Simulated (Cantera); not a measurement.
# Ammonia decomposition in nitride growth gas

An isothermal, constant-pressure homogeneous reactor starts with 4.00 % NH3, 96.0 % N2, at 2423 K and 1.78 atm.

Computed with Cantera and the gas-phase N/H chemistry of the illustrative SiF4/NH3 mechanism in the Surface Chemkin manual (1991). Walls and surfaces, which speed up NH3 decomposition in real reactors, are not modelled.

| t (s) | x NH3 | x H | x N2H4 | x N | x H2 | x NH | x N2 |
|---|---|---|---|---|---|---|---|
| 3.00e-5 | 0.0380 | 3.63e-5 | 8.03e-8 | 1.11e-6 | 0.00163 | 3.14e-5 | 0.959 |
| 0.000145 | 0.0310 | 0.000123 | 3.92e-8 | 6.12e-6 | 0.0120 | 4.97e-5 | 0.956 |
| 0.000702 | 0.0119 | 0.000366 | 5.93e-9 | 1.13e-5 | 0.0399 | 4.30e-5 | 0.947 |
| 0.00340 | 0.000152 | 0.00155 | 9.05e-12 | 6.45e-6 | 0.0566 | 6.79e-6 | 0.942 |
| 0.0164 | 9.67e-7 | 0.00314 | <1e-12 | 3.68e-7 | 0.0560 | 1.87e-7 | 0.941 |
| 0.0795 | 2.73e-7 | 0.00315 | <1e-12 | 1.05e-7 | 0.0560 | 5.32e-8 | 0.941 |
| 0.385 | 2.63e-7 | 0.00315 | <1e-12 | 1.01e-7 | 0.0560 | 5.11e-8 | 0.941 |
| 1.86 | 2.63e-7 | 0.00315 | <1e-12 | 1.01e-7 | 0.0560 | 5.11e-8 | 0.941 |
| 9.00 | 2.63e-7 | 0.00315 | <1e-12 | 1.01e-7 | 0.0560 | 5.11e-8 | 0.941 |
x: mole fraction; the columns are a selection and need not sum to one.

Equilibrium at this temperature and pressure: NH3 2.63e-7, H 0.00315, N2H4 <1e-12, N 1.01e-7, H2 0.0560, NH 5.11e-8, N2 0.941 (gas phase only).
